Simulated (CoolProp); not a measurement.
Computed with CoolProp (reference Helmholtz-energy equation of state, Lemmon 2006). It is a short technical equation, of lower accuracy than the large ones.

**Question.** Give the vapour pressure (MPa), liquid density (kg/m³), vapour density (kg/m³) of saturated CH3F (R41) at 1.55 °C.

**Answer.** 
```tsv
T (°C)	p (MPa)	liquid density (kg/m³)	vapour density (kg/m³)
1.55	2.13	673	44.6
```
